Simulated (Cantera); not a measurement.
## Premixed flame

A freely propagating, adiabatic, planar premixed flame of CH4 : O2 : N2 = 1 : 1.43 : 4.1 (molar parts), unburnt at 375 K and 1.01 bar; mixture-averaged transport, grid criteria slope 0.08 and curve 0.16, no radiation.

Computed with Cantera and GRI-Mech 3.0 (53 species, 325 reactions). Burning velocities carry a grid error of a few per cent, more on coarse grids.

```csv
z (mm),T (K),u (m/s),x CH4,x O2,x OH,x H2O,x HCN,x O
-1.32,375,0.495,0.153,0.219,<1e-8,1.78e-5,<1e-8,<1e-8
-0.882,377,0.500,0.152,0.217,<1e-8,0.000287,<1e-8,<1e-8
-0.662,389,0.519,0.150,0.215,<1e-8,0.00165,2.79e-8,<1e-8
-0.441,502,0.681,0.140,0.206,3.53e-7,0.0145,6.02e-7,2.06e-8
-0.221,1057,1.48,0.0948,0.155,1.54e-5,0.0772,7.51e-6,6.12e-6
-0.110,1513,2.15,0.0532,0.101,0.000163,0.130,1.76e-5,6.16e-5
0,1909,2.76,0.0158,0.0452,0.00102,0.179,3.52e-5,0.000241
0.110,2103,3.05,0.00253,0.0143,0.00241,0.203,5.31e-5,0.000342
0.221,2163,3.13,0.000373,0.00414,0.00311,0.208,5.30e-5,0.000316
0.441,2189,3.16,1.42e-5,0.000613,0.00321,0.208,3.28e-5,0.000259
0.882,2203,3.18,1.54e-7,0.000256,0.00287,0.207,1.15e-5,0.000198
1.76,2218,3.20,<1e-8,0.000168,0.00238,0.208,2.26e-6,0.000132
3.53,2235,3.22,<1e-8,9.31e-5,0.00180,0.209,2.59e-7,7.31e-5
```
x: mole fraction of selected species; z is measured from the peak of heat release.

```yaml
laminar_burning_velocity: 49.4 cm/s
thermal_thickness: 0.441 mm
peak x(OH): 0.00325
peak x(HCN): 5.53e-5
peak x(O): 0.000342
grid_points: 150
```
